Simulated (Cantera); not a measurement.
**Premixed flame**

A freely propagating, adiabatic, planar premixed flame of CH4 : O2 : N2 = 1 : 3.03 : 14 (molar parts), unburnt at 525 K and 5.00 bar; mixture-averaged transport, grid criteria slope 0.08 and curve 0.16, no radiation.

Cantera simulation using GRI-Mech 3.0 (53 species, 325 reactions); the numbers are that mechanism's predictions, not measurements. Burning velocities carry a grid error of a few per cent, more on coarse grids.

```json
[
 {"z (mm)": "-0.916", "T (K)": "527", "u (m/s)": "0.137", "x CH4": "0.0553", "x O2": "0.168", "x O": "<1e-8", "x HCO": "<1e-8", "x C2H4": "2.04e-7", "x H": "<1e-8"},
 {"z (mm)": "-0.611", "T (K)": "542", "u (m/s)": "0.141", "x CH4": "0.0544", "x O2": "0.167", "x O": "<1e-8", "x HCO": "<1e-8", "x C2H4": "2.12e-6", "x H": "<1e-8"},
 {"z (mm)": "-0.458", "T (K)": "577", "u (m/s)": "0.150", "x CH4": "0.0525", "x O2": "0.164", "x O": "<1e-8", "x HCO": "<1e-8", "x C2H4": "8.29e-6", "x H": "<1e-8"},
 {"z (mm)": "-0.305", "T (K)": "697", "u (m/s)": "0.182", "x CH4": "0.0462", "x O2": "0.155", "x O": "<1e-8", "x HCO": "<1e-8", "x C2H4": "3.81e-5", "x H": "<1e-8"},
 {"z (mm)": "-0.153", "T (K)": "1036", "u (m/s)": "0.271", "x CH4": "0.0287", "x O2": "0.125", "x O": "1.81e-7", "x HCO": "1.09e-8", "x C2H4": "0.000163", "x H": "4.87e-7"},
 {"z (mm)": "-0.0763", "T (K)": "1317", "u (m/s)": "0.346", "x CH4": "0.0142", "x O2": "0.0982", "x O": "6.38e-6", "x HCO": "3.98e-7", "x C2H4": "0.000266", "x H": "1.07e-5"},
 {"z (mm)": "0", "T (K)": "1598", "u (m/s)": "0.418", "x CH4": "0.00184", "x O2": "0.0704", "x O": "0.000166", "x HCO": "2.22e-6", "x C2H4": "8.57e-5", "x H": "0.000128"},
 {"z (mm)": "0.0763", "T (K)": "1704", "u (m/s)": "0.444", "x CH4": "2.33e-5", "x O2": "0.0604", "x O": "0.000397", "x HCO": "9.93e-8", "x C2H4": "4.35e-7", "x H": "0.000126"},
 {"z (mm)": "0.153", "T (K)": "1739", "u (m/s)": "0.452", "x CH4": "2.70e-7", "x O2": "0.0584", "x O": "0.000246", "x HCO": "<1e-8", "x C2H4": "<1e-8", "x H": "5.43e-5"},
 {"z (mm)": "0.305", "T (K)": "1759", "u (m/s)": "0.457", "x CH4": "<1e-8", "x O2": "0.0576", "x O": "8.58e-5", "x HCO": "<1e-8", "x C2H4": "<1e-8", "x H": "1.08e-5"},
 {"z (mm)": "0.611", "T (K)": "1767", "u (m/s)": "0.459", "x CH4": "<1e-8", "x O2": "0.0574", "x O": "2.33e-5", "x HCO": "<1e-8", "x C2H4": "<1e-8", "x H": "1.45e-6"},
 {"z (mm)": "1.22", "T (K)": "1768", "u (m/s)": "0.459", "x CH4": "<1e-8", "x O2": "0.0574", "x O": "1.08e-5", "x HCO": "<1e-8", "x C2H4": "<1e-8", "x H": "4.25e-7"},
 {"z (mm)": "2.44", "T (K)": "1769", "u (m/s)": "0.459", "x CH4": "<1e-8", "x O2": "0.0574", "x O": "9.71e-6", "x HCO": "<1e-8", "x C2H4": "<1e-8", "x H": "3.57e-7"}
]
```
x: mole fraction of selected species; z is measured from the peak of heat release.

| Property | Value |
|---|---|
| laminar burning velocity | 13.6 cm/s |
| thermal thickness | 0.305 mm |
| peak x(O) | 0.000408 |
| peak x(HCO) | 2.26e-6 |
| peak x(C2H4) | 0.000271 |
| peak x(H) | 0.000161 |
